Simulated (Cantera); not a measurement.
# Dilute partial oxidation

An isothermal, constant-pressure homogeneous reactor starts with CH4 : O2 : N2 = 0.0068 : 0.014 : 1 (molar parts), equivalence ratio 0.97, at 1423 K and 2.90 bar.

Detailed kinetics in Cantera: GRI-Mech 3.0 (53 species, 325 reactions).

| t (s) | x CH4 | x O2 | x NO | x H2O | x HO2 | x HCO | x C2H2 |
|---|---|---|---|---|---|---|---|
| 0.000200 | 0.00666 | 0.0137 | <1e-12 | 1.91e-7 | 6.32e-8 | <1e-12 | <1e-12 |
| 0.000523 | 0.00666 | 0.0137 | <1e-12 | 9.01e-7 | 9.22e-8 | 1.46e-12 | 2.11e-12 |
| 0.00137 | 0.00665 | 0.0137 | <1e-12 | 5.13e-6 | 9.20e-8 | 1.84e-11 | 1.50e-10 |
| 0.00358 | 0.00661 | 0.0137 | <1e-12 | 2.88e-5 | 1.59e-7 | 1.60e-10 | 7.28e-9 |
| 0.00936 | 0.00637 | 0.0136 | 2.71e-12 | 0.000194 | 4.61e-7 | 1.35e-9 | 3.61e-7 |
| 0.0245 | <1e-12 | 0.000747 | 2.56e-6 | 0.0130 | 4.99e-7 | 2.10e-10 | <1e-12 |
| 0.0641 | <1e-12 | 0.000404 | 2.69e-6 | 0.0133 | 4.28e-8 | <1e-12 | <1e-12 |
| 0.168 | <1e-12 | 0.000392 | 2.69e-6 | 0.0133 | 6.97e-9 | <1e-12 | <1e-12 |
| 0.438 | <1e-12 | 0.000390 | 2.70e-6 | 0.0133 | 1.51e-9 | <1e-12 | <1e-12 |
| 1.15 | <1e-12 | 0.000390 | 2.70e-6 | 0.0133 | 5.87e-10 | <1e-12 | <1e-12 |
| 3.00 | <1e-12 | 0.000390 | 2.70e-6 | 0.0133 | 4.66e-10 | <1e-12 | <1e-12 |
x: mole fraction; the columns are a selection and need not sum to one.

Equilibrium at this temperature and pressure: CH4 <1e-12, O2 0.000372, NO 3.88e-5, H2O 0.0133, HO2 4.47e-10, HCO <1e-12, C2H2 <1e-12 (gas phase only).
